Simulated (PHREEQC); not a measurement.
0.32 g of hydrous ferric oxide (600 m²/g; 0.2 weak and 0.005 strong sites per Fe, Dzombak-Morel constants, diffuse double layer) in 1 kg of water with 0.05 mol/kgw of an inert sodium salt and 0.14 mmol/kgw CuSO4, at 25 °C; the pH is set by adding NaOH or the inert anion's acid. Oxygen is held at 0.21 atm. The system is closed to CO2. Precipitation was switched off in this run.

Model: ion-association model, wateq4f.dat, run in PHREEQC.

Question: Predict S sorbed (%), Cu sorbed (%), surface charge σ (C/m²), surface potential ψ (mV) at pH = 4, 5, 6, 6.5, 10.

Answer: 
```
pH   S sorbed (%)  Cu sorbed (%)  surface charge σ (C/m²)  surface potential ψ (mV)
---  ------------  -------------  -----------------------  ------------------------
4            97.3            2.9                    0.192                       138
5            88.6           35.9                    0.124                       116
6            58.1           95.2                    0.077                        92
6.5          37.0           99.1                    0.059                        80
10            0.0           99.2                   -0.050                       -71
```

Complexes and solids missing from the database can't appear. The database's constant for dissolved Cu(OH)2 is higher than later reviews accept. The oxide is taken as insoluble; below pH 4 it would dissolve.
